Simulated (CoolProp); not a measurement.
Aqueous sodium chloride as a coolant, 21 % by mass, freezing at -17.7 °C, 1 atm.

The numbers come from the Melinder's fits for secondary coolants in CoolProp.

```json
[
 {"T (°C)": "-16.2", "Prandtl number": "32.2", "density (kg/m³)": "1171", "cp (kJ/(kg K))": "3.328", "viscosity (mPa s)": "___"},
 {"T (°C)": "-7.5", "Prandtl number": "22.6", "density (kg/m³)": "___", "cp (kJ/(kg K))": "3.346", "viscosity (mPa s)": "___"},
 {"T (°C)": "1.2", "Prandtl number": "___", "density (kg/m³)": "1164", "cp (kJ/(kg K))": "3.361", "viscosity (mPa s)": "___"},
 {"T (°C)": "9.9", "Prandtl number": "___", "density (kg/m³)": "1160", "cp (kJ/(kg K))": "3.373", "viscosity (mPa s)": "2.06"},
 {"T (°C)": "18.6", "Prandtl number": "9.62", "density (kg/m³)": "1156", "cp (kJ/(kg K))": "3.384", "viscosity (mPa s)": "1.63"},
 {"T (°C)": "27.4", "Prandtl number": "___", "density (kg/m³)": "1152", "cp (kJ/(kg K))": "3.391", "viscosity (mPa s)": "1.34"},
 {"T (°C)": "36.1", "Prandtl number": "___", "density (kg/m³)": "1148", "cp (kJ/(kg K))": "3.397", "viscosity (mPa s)": "1.15"}
]
```

Some entries are withheld; supply them.


- -16.2, viscosity (mPa s): 5.06
- -7.5, density (kg/m³): 1168
- -7.5, viscosity (mPa s): 3.62
- 1.2, Prandtl number: 16.4
- 1.2, viscosity (mPa s): 2.68
- 9.9, Prandtl number: 12.3
- 27.4, Prandtl number: 7.75
- 36.1, Prandtl number: 6.49
